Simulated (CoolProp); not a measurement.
A simple Rankine cycle with R1233zd(E): condensing at 299.15 K, boiler at 0.42 MPa, turbine inlet 350.7 K, turbine efficiency 0.6, pump efficiency 0.7, no recuperator. Each further row changes one setting.

Values from CoolProp's reference Helmholtz-energy equation of state, Akasaka 2022.

```
case                             thermal efficiency (%)  net work (kJ/kg)  heat in (kJ/kg)  turbine exit temperature (K)  volume ratio over the turbine
-------------------------------  ----------------------  ----------------  ---------------  ----------------------------  -----------------------------
as stated                                           5.8              13.2              228                         329.1                           3.11
turbine inlet 370.7 K                               5.8              14.2              247                         349.4                           3.09
condensing temperature 291.15 K                     7.0              16.6              238                         324.3                           4.14
boiler pressure 0.294 MPa                           4.1              9.42              231                         336.5                           2.16
turbine efficiency 0.5                              4.8              11.0              228                         331.7                           3.14
```
